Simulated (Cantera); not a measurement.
Input (Python, Cantera):

```python
import numpy as np
import cantera as ct

gas = ct.Solution("gri30.yaml", transport_model="mixture-averaged")
show = ['CH4', 'OH', 'H2']

rows = []
print(f"{'T/K':>7s}{'rho':>11s}{'cp':>10s}{'mu':>11s}{'lambda':>11s}{'Pr':>7s}" + "".join(f"{'D_' + s:>11s}" for s in show))
for T in [400, 500, 600, 700, 800, 900, 1000]:
    gas.TPX = T, 170000, {'N2O': 0.073, 'NO': 0.82}
    Pr = gas.cp_mass * gas.viscosity / gas.thermal_conductivity
    D = [gas.mix_diff_coeffs_mole[gas.species_index(s)] for s in show]
    rows.append([gas.density, gas.cp_mass, gas.viscosity, gas.thermal_conductivity, Pr, *D])
    print(f"{T:7g}{gas.density:11.4e}{gas.cp_mass:10.1f}{gas.viscosity:11.4e}"
          f"{gas.thermal_conductivity:11.4e}{Pr:7.3f}" + "".join(f"{d:11.4e}" for d in D))
print("SI units: kg/m3, J/kg/K, Pa s, W/m/K, m2/s")
```

Result:

```
    T/K        rho        cp         mu     lambda     Pr      D_CH4       D_OH       D_H2
    400 1.5923e+00     995.3 2.2739e-05 3.1777e-02  0.712 2.1508e-05 3.0169e-05 7.4395e-05
    500 1.2738e+00    1019.3 2.6689e-05 3.8317e-02  0.710 3.1723e-05 4.4185e-05 1.0830e-04
    600 1.0615e+00    1047.9 3.0298e-05 4.4746e-02  0.710 4.3391e-05 6.0168e-05 1.4693e-04
    700 9.0989e-01    1077.0 3.3655e-05 5.0998e-02  0.711 5.6412e-05 7.7989e-05 1.8999e-04
    800 7.9615e-01    1103.7 3.6816e-05 5.7055e-02  0.712 7.0709e-05 9.7547e-05 2.3725e-04
    900 7.0769e-01    1126.9 3.9819e-05 6.2915e-02  0.713 8.6221e-05 1.1876e-04 2.8852e-04
   1000 6.3692e-01    1146.8 4.2690e-05 6.8586e-02  0.714 1.0290e-04 1.4157e-04 3.4364e-04
SI units: kg/m3, J/kg/K, Pa s, W/m/K, m2/s
```

Model: GRI-Mech 3.0 (53 species, 325 reactions), integrated in Cantera.
